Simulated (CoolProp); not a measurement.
The fluid at 523.81 K and 19.2 MPa flows at 0.068 m/s in a round tube of 10 mm bore and 15 µm roughness, fully developed (64/Re and Nu = 3.66 if laminar; Colebrook and Gnielinski if turbulent). The same conditions are run with several fluids, on thermodynamics alone (safety and materials aside).

Values from CoolProp's reference Helmholtz-energy equation of state of each fluid (methanol: de Reuck 1993; isobutane: Bücker 2006; ethanol: Schroeder 2014; ethane: Bücker 2006).

```csv
fluid,Reynolds number,Darcy friction factor,pressure drop (Pa/m),heat-transfer coefficient (W/(m² K)),mass flow (kg/h)
methanol,4990,0.0391,4.61,451,9.81
isobutane,5230,0.0386,2.98,193,6.42
ethanol,4430,0.0403,4.98,349,10.3
ethane,4340,0.0405,1.37,121,2.82
```

Transport values come from each fluid's own correlations.
